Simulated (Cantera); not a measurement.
A Cantera script and what it prints.

```python
import numpy as np
import cantera as ct

gas_names = """
    B BH BH2 BH3 BN BO BO2 B2 B2O B2O2 B2O3 B3O3H3 H HBO HBO2 HNO HNO2 HNO3 HO2 H2 H2O H2O2 H3B3O6 N NH
    NH2 NH3 NH2OH NO NO2 NO3 N2 N2H2 N2H4 N2O O OH O2 O3
""".split()
cond_names = """
    B(b) B(L) BN(s) B2O3(L) B3O3H3(cr) H2O(s) H2O(L)
""".split()


# ... load() reads the species with a 1 bar reference pressure and builds the phases ...
atoms = {
    'borazine': {'B': 3, 'N': 3, 'H': 6},
    'N2': {'N': 2},
    'H2': {'H': 2},
    'O2': {'O': 2},
}
top_T = {'BN(s)': 3200}  # K; cautious upper limits of use, not melting points


# ... equilibrate(T, P, feed) seeds the gas with the atoms and calls Mixture.equilibrate('TP', solver="vcs", rtol=1e-11, max_steps=5000) ...
results = []
feed = {'borazine': 1, 'N2': 0.67, 'H2': 0.73, 'O2': 0.14}  # mol
P = 6500  # Pa
for T in [1823, 1873, 1923, 1973, 2023, 2073, 2123]:
    mix = equilibrate(T, P, feed)
    results.append((T, P, feed, dict(zip(mix.species_names, mix.species_moles))))

top = {s: max(r[3][s] / sum(r[3][g] for g in gas_names) for r in results) for s in gas_names}
cols = sorted((s for s in top if top[s] > 0.0001), key=lambda s: -top[s])[:5]
seen = [c for c in cond_names if any(r[3].get(c, 0) > 1e-12 for r in results)]
print("log10 of partial pressures in bar; condensed amounts in mol")
print(f"{'T/K':>10s}" + "".join(f"{s[:9]:>10s}" for s in cols + seen))
for T, P, feed, n in results:
    ng = sum(n[g] for g in gas_names)
    print(f"{T:10.4g}" + "".join(f"{np.log10(max(n[s] / ng * P / 1e5, 1e-99)):10.3f}" for s in cols)
          + "".join(f"{n.get(c, 0):10.4g}" for c in seen))
```

Output:

```
log10 of partial pressures in bar; condensed amounts in mol
       T/K        H2        N2       HBO         H        BO     BN(s)
      1823    -1.291    -1.959    -2.774    -4.009    -4.252     2.773
      1873    -1.293    -1.956    -2.698    -3.837    -4.025     2.758
      1923    -1.296    -1.955    -2.644    -3.674    -3.828     2.745
      1973    -1.298    -1.953    -2.610    -3.519    -3.657     2.736
      2023    -1.300    -1.953    -2.591    -3.372    -3.510     2.729
      2073    -1.302    -1.953    -2.584    -3.231    -3.380     2.725
      2123    -1.305    -1.954    -2.586    -3.098    -3.266     2.722
```

These are equilibrium values from Cantera (NASA tables, ideal gas, pure condensed phases), not measurements of a reactor. The feed counts by its element totals alone. The tables' values for BH2 are old estimates; treat these amounts as uncertain.
